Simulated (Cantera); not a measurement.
A closed system holds: 1 mol CO2, 0.089 mol H2, a varied amount of O2, 0.22 mol H2O, at 2273 K and 240 Torr.

These are equilibrium values from Cantera (NASA tables, ideal gas, pure condensed phases), not measurements of a reactor. Candidate condensed phases: C, C6H6, C7H8, C8H18, H2O; 110 gas species. The numbers say what is thermodynamically allowed, not how fast it happens.

x: gas mole fraction; nothing condenses.

```tsv
n(O2) (mol)	x O2	x CO2	x H2O	x CO	x OH	x O	x H2
0.14	0.0836	0.655	0.207	0.0392	0.0101	(withheld)	0.00224
0.23	0.133	0.626	0.195	0.0297	0.0110	(withheld)	0.00168
0.39	0.212	0.573	0.176	0.0215	0.0117	(withheld)	0.00120
0.67	0.322	0.495	0.151	0.0151	0.0120	(withheld)	0.000832
1.1	0.442	0.408	0.123	0.0106	0.0117	(withheld)	0.000579
1.9	0.579	0.306	0.0908	0.00696	0.0108	(withheld)	0.000374
3.3	0.704	0.213	0.0621	0.00439	0.00940	0.00629	0.000232
5.5	0.797	0.144	0.0412	0.00279	0.00789	0.00669	0.000145
9.4	0.868	0.0915	0.0255	0.00170	0.00634	0.00698	8.58e-5
```

Q: Fill in the missing entries.

A: 
- 0.14, x O: 0.00217
- 0.23, x O: 0.00273
- 0.39, x O: 0.00345
- 0.67, x O: 0.00425
- 1.1, x O: 0.00498
- 1.9, x O: 0.00570
